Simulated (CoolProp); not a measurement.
A simple Rankine cycle with cyclopentane: condensing at 319.15 K, boiler at 0.968 MPa, turbine inlet 452.9 K, turbine efficiency 0.8, pump efficiency 0.8, no recuperator. Each further row changes one setting.

Model: reference Helmholtz-energy equation of state, Gedanitz 2015, in CoolProp.

| case | thermal efficiency (%) | net work (kJ/kg) | heat in (kJ/kg) | turbine exit temperature (K) | volume ratio over the turbine |
|---|---|---|---|---|---|
| as stated | 14.7 | 86.5 | 590 | 393.7 | 10.4 |
| turbine inlet 472.9 K | 14.5 | 91.7 | 632 | 415.0 | 10.3 |
| condensing temperature 311.15 K | 15.9 | 96.2 | 605 | 387.4 | 13.5 |
| boiler pressure 0.678 MPa | 12.7 | 76.1 | 597 | 404.2 | 7.14 |
| turbine efficiency 0.7 | 12.8 | 75.5 | 590 | 400.2 | 10.5 |
